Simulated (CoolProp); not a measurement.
Computed with CoolProp (reference Helmholtz-energy equation of state, Lemmon 2006). It is a short technical equation, of lower accuracy than the large ones.

Task: For C2F6 (R116), give the phase and the cv (kJ/(kg K)), speed of sound (m/s), conductivity (mW/(m K)), Prandtl number at 425 K and 5.71 bar.

Result: 
- 425 K and 5.71 bar: gas; cv 0.880, speed of sound 163, conductivity 24.8, Prandtl number 0.760

Viscosity comes from a separate model (Huber 2003), an estimate that may be off by 10 % or more. Thermal conductivity comes from a separate model (Huber 2003), an estimate that may be off by 10 % or more.
